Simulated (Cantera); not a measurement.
## Reactions in the system Cu-F-H

Standard-state values (1 bar) from the NASA 1993 polynomials, evaluated with Cantera. Values are per mole of reaction as written; species without (g) are pure solids or liquids, kept so even where they would boil at 1 bar.

CuF2(g) + 2 H(g) → Cu + 2 HF(g)

```csv
T (K),ΔH° (kJ),ΔS° (J/K),ΔG° (kJ),log10 K,condensed phases
300,-714.2,-115.9,-679.4,118.29,Cu(s)
1673,-711.1,-120.6,-509.3,15.90,Cu(l)
1773,-711.2,-120.7,-497.2,14.65,Cu(l)
1873,-711.2,-120.7,-485.1,13.53,Cu(l)
1973,-711.2,-120.7,-473.1,12.52,Cu(l)
2073,-711.2,-120.7,-461.0,11.62,Cu(l)
2173,-711.2,-120.7,-448.9,10.79,Cu(l)
2273,-711.1,-120.7,-436.9,10.04,Cu(l)
2373,-711.0,-120.6,-424.8,9.35,Cu(l)
2473,-710.9,-120.6,-412.7,8.72,Cu(l)
```
